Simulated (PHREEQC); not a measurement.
# Silver or lead bath (model solution)

Solution (20 °C): 0.00055 mol Ag2SO4, 0.034 mol HNO3 and 0.0078 mol Zn(NO3)2 per kg of water. Closed to the air; pH follows from the charge balance.

All values are PHREEQC results (ion-association model, wateq4f.dat), not measurements.

| Quantity | Value |
|---|---|
| pH | 1.54 |
| ionic strength | 0.0582 mol/kgw |
| total alkalinity | -34.0 meq/kg |

```tsv
species	molality	activity	log γ
NO3-	0.0496	0.0395	-0.099
H+	0.0337	0.0286	-0.071
Zn+2	0.00773	0.00361	-0.331
Ag+	0.00108	0.000879	-0.089
HSO4-	0.000275	0.000224	-0.090
SO4-2	0.000201	8.94e-5	-0.352
ZnSO4	7.17e-5	7.27e-5	0.006
AgNO3	1.76e-5	1.78e-5	0.006
AgSO4-	1.81e-6	1.47e-6	-0.089
Zn(SO4)2-2	1.25e-7	5.49e-8	-0.358
```

No solid was allowed to form.
